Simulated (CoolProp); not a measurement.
Saturated liquid density (kg/m³) of ethanol: the reference equation beside estimates from Tc = 241.6 °C, pc = 6.268 MPa, ω = 0.644.

Model: reference Helmholtz-energy equation of state, Schroeder 2014, in CoolProp.

| T (°C) | reference | van der Waals | Soave-Redlich-Kwong |
|---|---|---|---|
| -27.75 | 829.9 | 448.0 | 702.2 |
| -19.55 | 822.9 | 444.1 | 697.5 |
| -11.35 | 815.9 | 440.2 | 692.7 |
| -3.25 | 809.1 | 436.2 | 687.7 |
| 4.95 | 802.1 | 432.1 | 682.4 |
| 13.15 | 795.2 | 427.9 | 676.9 |
| 21.35 | 788.2 | 423.6 | 671.1 |
| 29.45 | 781.2 | 419.3 | 665.1 |
| 37.65 | 774.1 | 414.8 | 658.8 |
| 45.85 | 766.8 | 410.2 | 652.2 |
| 53.95 | 759.5 | 405.6 | 645.4 |
| 62.15 | 752.0 | 400.7 | 638.2 |

Absolute difference from the reference over all 12 rows, mean and median: van der Waals 46.3 and 46.2 %, Soave-Redlich-Kwong 15.0 and 15.0 %.
